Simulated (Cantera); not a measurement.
## Thermodynamics of hydrogen reduction and annealing atmospheres, feed Cr2O3 + H2 + H2O

Input: 1 mol Cr2O3, a varied amount of H2, 2.7 mol H2O, held at 1725 K and 0.00130 bar.

Method: chemical equilibrium by Gibbs-energy minimisation in Cantera with the NASA 1993 tables (ideal gas, pure condensed phases). Candidate condensed phases: Cr, Cr2O3, H2O; 13 gas species. Kinetics and transport are ignored.

At 370 mol H2 the condensed part is Cr2O3(s). From 470 mol H2 to 2700 mol H2 nothing is condensed. The main Cr-bearing gas is Cr throughout.

```
n(H2) (mol)   x H2    x H2O      x H      x Cr    x CrO     x OH    x CrO2      x O  n Cr2O3(s)
-----------  -----  -------  -------  --------  -------  -------  --------  -------  ----------
370          0.977   0.0137  0.00509   0.00434  2.85e-5  3.94e-6   1.60e-7  1.63e-8       0.181
470          0.979   0.0119  0.00510   0.00418  2.39e-5  3.43e-6   1.17e-7  1.42e-8           0
600          0.982  0.00938  0.00511   0.00328  1.47e-5  2.69e-6   5.64e-8  1.11e-8           0
780          0.985  0.00723  0.00511   0.00253  8.73e-6  2.07e-6   2.57e-8  8.52e-9           0
1000         0.987  0.00565  0.00512   0.00198  5.32e-6  1.61e-6   1.22e-8  6.64e-9           0
1300         0.989  0.00435  0.00512   0.00153  3.15e-6  1.24e-6   5.56e-9  5.11e-9           0
1700         0.990  0.00333  0.00513   0.00117  1.84e-6  9.50e-7   2.49e-9  3.90e-9           0
2100         0.991  0.00270  0.00513  0.000947  1.21e-6  7.69e-7   1.32e-9  3.16e-9           0
2700         0.992  0.00210  0.00513  0.000737  7.32e-7  5.99e-7  6.21e-10  2.46e-9           0
```
x: gas mole fraction; n: condensed amount in mol.
